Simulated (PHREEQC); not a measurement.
A solution holds 0.0052 mol NaOH, 0.029 mol NaAlO2 and 0.016 mol Na2CO3 per kg of water, at 20 °C. Closed to the air; pH follows from the charge balance.

Computed with PHREEQC (ion-association model, phreeqc.dat).

No solid was allowed to form.

Order these C species by the share of C that they hold, largest first: HCO3-, CO3-2, NaCO3-.

CO3-2 (71 %), NaCO3- (27 %), HCO3- (1.4 %)

The pH is 11.80 and the ionic strength 0.0732 mol/kgw. Saturation is exceeded, for instance for Gibbsite (slow to form); the values hold only as long as no solid forms.
